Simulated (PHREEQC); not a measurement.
# Copper plating or etch bath

A solution holds 0.028 mol CuCl2, 3.6e-05 mol HCl and 0.00018 mol H3BO3 per kg of water, at 25 °C. Closed to the air; pH follows from the charge balance.

All values are PHREEQC results (ion-association model, phreeqc.dat), not measurements.

No solid was allowed to form.

Question: What pH, specific conductance does the model give?

Answer: pH 4.35; specific conductance 5590 µS/cm.

Question: In which forms is Cl present?

Answer: Cl- 97 %, CuCl+ 2.9 % of the Cl.
